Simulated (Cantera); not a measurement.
Source: NASA polynomial tables (part measured, part estimated), evaluated in Cantera. Values are per mole of reaction as written; species without (g) are pure solids or liquids, kept so even where they would boil at 1 bar. ZrN: taken at fixed stoichiometry.

6 OH(g) + 2 ZrN → 2 NO(g) + 3 H₂(g) + 2 ZrO₂

```json
[
 {"T (K)": "2073", "ΔH° (kJ)": "…", "ΔS° (J/K)": "…", "ΔG° (kJ)": "…", "log10 K": "…"},
 {"T (K)": "2173", "ΔH° (kJ)": "-1486.5", "ΔS° (J/K)": "-234.3", "ΔG° (kJ)": "-977.3", "log10 K": "23.49"},
 {"T (K)": "2273", "ΔH° (kJ)": "-1487.3", "ΔS° (J/K)": "-234.7", "ΔG° (kJ)": "-953.9", "log10 K": "21.92"},
 {"T (K)": "2373", "ΔH° (kJ)": "-1488.3", "ΔS° (J/K)": "-235.1", "ΔG° (kJ)": "-930.4", "log10 K": "20.48"},
 {"T (K)": "2473", "ΔH° (kJ)": "…", "ΔS° (J/K)": "…", "ΔG° (kJ)": "…", "log10 K": "…"}
]
```

### Question
Some entries are withheld; supply them.

### Answer

- 2073, ΔH° (kJ): -1485.8
- 2073, ΔS° (J/K): -234.0
- 2073, ΔG° (kJ): -1000.8
- 2073, log10 K: 25.22
- 2473, ΔH° (kJ): -1489.5
- 2473, ΔS° (J/K): -235.6
- 2473, ΔG° (kJ): -906.9
- 2473, log10 K: 19.15
